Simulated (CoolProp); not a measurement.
Saturation properties of R1234ze(Z) (Tc = 423.3 K, pc = 35.31 bar, ω = 0.327).

Values from CoolProp's reference Helmholtz-energy equation of state, Akasaka 2019.

| T (K) | p (bar) | enthalpy of vaporisation (kJ/kg) | vapour Z | surface tension (mN/m) |
|---|---|---|---|---|
| 283.2 | 1.026 | 214.9 | 0.9496 | 14.7 |
| 290.9 | … | 210.5 | 0.9387 | 13.7 |
| 298.5 | … | 206.0 | … | 12.7 |
| 306.2 | 2.325 | 201.2 | 0.9127 | 11.8 |
| 313.8 | 2.958 | 196.2 | 0.8975 | 10.9 |
| 321.5 | 3.726 | 190.8 | 0.8805 | 9.94 |
| 329.1 | 4.627 | 185.2 | 0.8621 | 9.04 |
| 336.8 | 5.699 | 179.2 | 0.8416 | 8.15 |
| 344.4 | 6.932 | 172.9 | 0.8194 | 7.28 |
| 352 | 8.358 | 166.1 | 0.7953 | 6.44 |
| 359.7 | 10.02 | 158.8 | 0.7686 | 5.60 |
| 367.3 | 11.89 | … | … | 4.79 |

Task: Complete the blanks.

Result: 
- 290.9, p (bar): 1.372
- 298.5, p (bar): 1.796
- 298.5, vapour Z: 0.9265
- 367.3, enthalpy of vaporisation (kJ/kg): 150.9
- 367.3, vapour Z: 0.7399

It boils at 282.9 K under 1 atm.

Surface tension comes from a separate correlation (Kondou 2015).
